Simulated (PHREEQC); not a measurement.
Make-up at 25 °C: 0.09 mol H2SO4, 0.006 mol Al2(SO4)3 and 4.75e-05 mol MnSO4 per kg of water. Closed to the air; pH follows from the charge balance.

All values are PHREEQC results (ion-association model, wateq4f.dat), not measurements.

**Question.** The ionic strength comes out as 0.146 mol/kgw. What activity coefficients do SO4-2, AlHSO4+2, Al(SO4)2-, HSO4-, H+ get?

**Answer.** SO4-2 0.33, AlHSO4+2 0.34, Al(SO4)2- 0.75, HSO4- 0.75, H+ 0.81.

No solid was allowed to form.
